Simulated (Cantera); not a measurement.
Adiabatic ignition

An adiabatic, constant-volume homogeneous reactor starts with 11.2 % CH4, 18.7 % O2, 70.1 % N2, equivalence ratio 1.2, at 1500 K and 3750 Torr.

Detailed kinetics in Cantera: GRI-Mech 3.0 (53 species, 325 reactions). Above 3000 K some thermodynamic fits are extrapolated.

| t (s) | T (K) | P (bar) | x CH4 | x O2 | x HCO | x O | x C2H4 | x C2H6 | x NO |
|---|---|---|---|---|---|---|---|---|---|
| 3.00e-6 | 1500 | 5.00 | 0.112 | 0.187 | 1.15e-12 | 4.69e-9 | 6.99e-11 | 9.38e-10 | <1e-12 |
| 8.95e-6 | 1500 | 5.00 | 0.112 | 0.187 | 1.46e-11 | 1.08e-8 | 3.12e-9 | 3.52e-8 | <1e-12 |
| 2.67e-5 | 1500 | 5.00 | 0.112 | 0.187 | 3.07e-10 | 4.13e-8 | 1.88e-7 | 1.96e-6 | <1e-12 |
| 7.97e-5 | 1501 | 5.01 | 0.111 | 0.187 | 7.00e-9 | 1.37e-7 | 8.56e-6 | 7.64e-5 | <1e-12 |
| 0.000238 | 1527 | 5.09 | 0.106 | 0.183 | 1.66e-7 | 6.40e-7 | 0.000248 | 0.000944 | 6.95e-12 |
| 0.000709 | 3082 | 11.0 | <1e-12 | 0.00689 | 5.67e-7 | 0.00375 | <1e-12 | <1e-12 | 0.00869 |
| 0.00212 | 3082 | 11.0 | <1e-12 | 0.00689 | 5.67e-7 | 0.00375 | <1e-12 | <1e-12 | 0.00869 |
| 0.00631 | 3082 | 11.0 | <1e-12 | 0.00689 | 5.67e-7 | 0.00375 | <1e-12 | <1e-12 | 0.00869 |
| 0.0188 | 3082 | 11.0 | <1e-12 | 0.00689 | 5.67e-7 | 0.00375 | <1e-12 | <1e-12 | 0.00869 |
| 0.0562 | 3082 | 11.0 | <1e-12 | 0.00689 | 5.67e-7 | 0.00375 | <1e-12 | <1e-12 | 0.00869 |
| 0.168 | 3082 | 11.0 | <1e-12 | 0.00689 | 5.67e-7 | 0.00375 | <1e-12 | <1e-12 | 0.00869 |
| 0.500 | 3082 | 11.0 | <1e-12 | 0.00689 | 5.67e-7 | 0.00375 | <1e-12 | <1e-12 | 0.00869 |
x: mole fraction; the columns are a selection and need not sum to one.

time of steepest temperature rise: 0.340 ms
temperature at 0.500 s: 3082 K
equilibrium temperature: 3082 K
x(CH4) at 0.500 s: <1e-12 (gas-phase equilibrium 1.07e-12)
x(O2) at 0.500 s: 0.00689 (gas-phase equilibrium 0.00689)
x(HCO) at 0.500 s: 5.67e-7 (gas-phase equilibrium 5.67e-7)
